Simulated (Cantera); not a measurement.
A perfectly stirred reactor is fed with H₂ : O₂ : N₂ : H₂O = 1 : 0.641 : 6.41 : 0.28 (molar parts), equivalence ratio 0.78, at 1.01 bar; it is adiabatic with a 400 K inlet, and is followed from long to short residence time, starting on the burning branch (τ in s: 0.1, 0.05, 0.024, 0.012, 0.0056, 0.0027, 0.0013, 0.00064, 0.00031, 0.00015, 7.2e-05).

Computed with Cantera and GRI-Mech 3.0 (53 species, 325 reactions).

Question: What does this change do: pressure from 1.01 bar to 0.230 bar?

Answer: 
```csv
quantity,before,after
"blow-out, bracketed by the residence times tried","burning at 0.640 ms, out at 0.310 ms","burning at 1.30 ms, out at 0.640 ms"
x(H₂) at τ = 0.100 s,0.000417,0.00177
x(O₂) at τ = 0.100 s,0.0181,0.0186
x(H₂O) at τ = 0.100 s,0.163,0.161
x(H₂O₂) at τ = 0.100 s,5.41e-7,5.10e-7
x(NO₂) at τ = 0.100 s,2.47e-9,2.83e-10
x(H₂) at τ = 2.70 ms,0.00412,0.0125
x(O₂) at τ = 2.70 ms,0.0198,0.0251
x(H₂O) at τ = 2.70 ms,0.158,0.143
x(H₂O₂) at τ = 2.70 ms,2.29e-6,9.09e-7
x(NO₂) at τ = 2.70 ms,1.03e-9,1.22e-10
```

Question: What does this change do: N2 6.41 to 4.2 parts?

Answer: 
| quantity | before | after |
|---|---|---|
| blow-out, bracketed by the residence times tried | burning at 0.640 ms, out at 0.310 ms | burning at 72.0 µs, the shortest tried |
| x(H₂) at τ = 0.100 s | 0.000417 | 0.000476 |
| x(O₂) at τ = 0.100 s | 0.0181 | 0.0250 |
| x(H₂O) at τ = 0.100 s | 0.163 | 0.227 |
| x(H₂O₂) at τ = 0.100 s | 5.41e-7 | 1.81e-7 |
| x(NO₂) at τ = 0.100 s | 2.47e-9 | 8.11e-9 |
| x(H₂) at τ = 2.70 ms | 0.00412 | 0.00446 |
| x(O₂) at τ = 2.70 ms | 0.0198 | 0.0263 |
| x(H₂O) at τ = 2.70 ms | 0.158 | 0.220 |
| x(H₂O₂) at τ = 2.70 ms | 2.29e-6 | 8.70e-7 |
| x(NO₂) at τ = 2.70 ms | 1.03e-9 | 2.79e-9 |
